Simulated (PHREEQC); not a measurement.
Arsenic or selenium liquor (model solution)

A solution holds 0.0011 mol/kgw Na2SeO4, 0.3 mol/kgw H3PO4 and 0.0098 mol/kgw FeCl3, at 25 °C. Closed to the air; pH follows from the charge balance.

The numbers come from PHREEQC with the ion-association model, wateq4f.dat.

Each row changes one thing in this solution. No solid was allowed to form.

```tsv
case	pH	ionic strength (mol/kgw)	H2PO4- (mol/kgw)	Fe+3 (mol/kgw)	FeCl+2 (mol/kgw)	FeOH+2 (mol/kgw)	SI of Hematite (Fe2O3)	SI of Goethite (FeOOH)
as made	1.34	0.0875	0.0462	2.11e-6	6.97e-7	1.41e-7	-0.78	-1.39
temperature from 25 to 65 °C	1.41	0.0787	0.0377	2.70e-6	2.61e-6	1.66e-6	+2.51	+0.17
temperature from 25 to 35 °C	1.36	0.0849	0.0437	2.25e-6	1.00e-6	2.78e-7	+0.13	___
FeCl3 from 0.0098 to 0.00098 mol/kgw	1.37	0.0555	0.0494	1.78e-7	6.53e-9	1.38e-8	-2.53	-2.27
FeCl3 from 0.0098 to 0.00196 mol/kgw	1.37	0.0590	0.0490	3.64e-7	2.63e-8	2.78e-8	-1.96	-1.98
FeCl3 from 0.0098 to 0.0108 mol/kgw	1.33	0.0912	0.0458	2.37e-6	8.53e-7	1.56e-7	___	-1.37
Na2SeO4 left out	1.33	0.0850	0.0458	2.11e-6	7.02e-7	1.41e-7	-0.78	-1.40
```

Q: Complete the blanks.

A: 
- temperature from 25 to 35 °C, SI of Goethite (FeOOH): -0.96
- FeCl3 from 0.0098 to 0.0108 mol/kgw, SI of Hematite (Fe2O3): -0.72

Some of these states are supersaturated (in Strengite, Hematite (slow to form), for instance). H3PO4, which wateq4f.dat lacks, is added to it with the constant of phreeqc.dat. At this temperature some constants are extrapolated from 25 °C, and those without enthalpy data are left unchanged.
